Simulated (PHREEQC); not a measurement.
PHREEQC input (ion-association model, wateq4f.dat):

```
SOLUTION 1
  temp 25
  units mol/kgw
  pH 7 charge
  Na 0.075
END
SELECTED_OUTPUT 1
  -reset false
  -pH true
  -pe true
  -ionic_strength true
  -water true
  -totals Cl F Na Zn
  -molalities H+ Cl- F- Na+ Zn+2 O2 OH- HF HF2- ZnCl+
    ZnCl2 ZnCl3- ZnCl4-2 ZnF+ ZnOH+ Zn(OH)2 Zn(OH)3- Zn(OH)4-2 ZnOHCl H2F2
    NaF
  -equilibrium_phases Zn5(OH)8Cl2 Zincite(c) Halite ZnF2
PRINT
  -reset false
USE solution 1
REACTION 1
  NaF 1
  0 0.0417 0.0833 0.125 0.167 0.208 0.25 0.292 0.333 0.375 0.417 0.458 0.5 moles
EQUILIBRIUM_PHASES 1
  Zn5(OH)8Cl2 0 0.2
  Zincite(c) 0 0
  Halite 0 0
  ZnF2 0 0
  O2(g) -0.68 10
END
```

Selected output (columns that matter, 13 of 13 rows; NaF added (mol) added in front):

```
NaF added (mol)	pH	mu	Cl	F	Na	Zn	m_H+	m_Cl-	m_F-	m_Na+	m_Zn+2	m_OH-	Zn5(OH)8Cl2	Zincite(c)
0	7.373	0.076531	0.076021	0	0.074744	0.00065023	5.0658e-08	0.075954	0	0.074744	0.00057599	3.0156e-07	0.16186	0.19005
0.0417	7.3575	0.11711	0.076566	0.041557	0.1163	0.00092248	5.3607e-08	0.076495	0.03992	0.11481	0.00069758	3.0306e-07	0.16158	0.19115
0.0833	7.3466	0.15681	0.077088	0.083013	0.15775	0.0011827	5.577e-08	0.077013	0.078993	0.15404	0.00079945	3.0448e-07	0.16132	0.1922
0.125	7.3383	0.19593	0.077592	0.12457	0.19931	0.0014341	5.7475e-08	0.077515	0.11752	0.19273	0.00088837	3.0582e-07	0.16107	0.19322
0.167	7.3316	0.23474	0.078084	0.16642	0.24116	0.0016787	5.8878e-08	0.078004	0.15576	0.23114	0.000968	3.0709e-07	0.16082	0.19421
0.208	7.3263	0.27211	0.078548	0.20727	0.28201	0.0019097	6.0031e-08	0.078467	0.1926	0.26814	0.0010382	3.0828e-07	0.16059	0.19514
0.25	7.3217	0.30992	0.07901	0.24912	0.32386	0.0021389	6.1043e-08	0.078927	0.22988	0.30558	0.0011038	3.0943e-07	0.16036	0.19608
0.292	7.3178	0.34728	0.079457	0.29097	0.3657	0.0023608	6.1923e-08	0.079372	0.26673	0.3426	0.0011642	3.1051e-07	0.16013	0.19698
0.333	7.3144	0.38335	0.079881	0.33182	0.40655	0.0025708	6.2681e-08	0.079795	0.30232	0.37836	0.0012188	3.1152e-07	0.15992	0.19783
0.375	7.3114	0.41992	0.080303	0.37366	0.4484	0.0027794	6.3372e-08	0.080215	0.33841	0.41461	0.0012709	3.125e-07	0.1597	0.19869
0.417	7.3088	0.45613	0.080712	0.41551	0.49024	0.0029818	6.3992e-08	0.080623	0.37416	0.45052	0.0013197	3.1342e-07	0.1595	0.19951
0.458	7.3065	0.49115	0.081101	0.45635	0.53108	0.0031737	6.454e-08	0.081011	0.40874	0.48526	0.0013645	3.1427e-07	0.1593	0.2003
0.5	7.3044	0.5267	0.081488	0.4982	0.57293	0.0033646	6.5052e-08	0.081397	0.44386	0.52053	0.0014079	3.151e-07	0.15911	0.20108
```

Species that the database lacks are ignored.
